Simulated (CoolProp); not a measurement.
Saturation properties of nitrous oxide.

The numbers come from the reference Helmholtz-energy equation of state, Lemmon 2006 in CoolProp. It is a short technical equation, of lower accuracy than the large ones.

| T (K) | p (bar) | liquid density (kg/m³) | vapour density (kg/m³) | enthalpy of vaporisation (kJ/kg) | liquid cp (kJ/(kg K)) |
|---|---|---|---|---|---|
| 206.6 | 3.208 | 1164 | 8.738 | 348.2 | 1.750 |
| 211.2 | 3.947 | 1149 | 10.62 | 342.3 | 1.761 |
| 215.9 | 4.831 | 1134 | 12.86 | 336.0 | 1.775 |
| 220.6 | 5.855 | 1118 | 15.45 | 329.6 | 1.790 |
| 225.3 | 7.035 | 1102 | 18.42 | 322.8 | 1.808 |
| 230 | 8.383 | 1086 | 21.82 | 315.9 | 1.829 |
| 234.7 | 9.914 | 1069 | 25.70 | 308.6 | 1.852 |
| 239.4 | 11.64 | 1052 | 30.11 | 301.0 | 1.879 |
| 244.1 | 13.58 | 1034 | 35.12 | 293.0 | 1.910 |
| 248.7 | 15.70 | 1016 | 40.67 | 284.8 | 1.945 |
| 253.4 | 18.11 | 997.0 | 47.09 | 276.0 | 1.987 |
| 258.1 | 20.77 | 977.2 | 54.37 | 266.7 | 2.036 |
| 262.8 | 23.70 | 956.5 | 62.63 | 256.9 | 2.094 |

It boils at 184.7 K under 1 atm.
